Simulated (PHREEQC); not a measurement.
Dissolve 0.16 mol NaOH, 0.00029 mol H4SiO4 and 0.033 mol (CH3)4NCl per kg of water at 20 °C. Closed to the air; pH follows from the charge balance.

The numbers come from PHREEQC with the ion-association model, wateq4f.dat.

Precipitation was switched off in this run.

**Question.** Estimate the pH, activity of water.

**Answer.** pH 13.23; activity of water 0.993.

**Question.** In which forms is Si present?

**Answer.** H2SiO4-2 65 %, H3SiO4- 35 % of the Si.

Species that the database lacks are ignored. (CH3)4N+ isn't in the database: it is added as a free cation with an ion size of 4 Å.
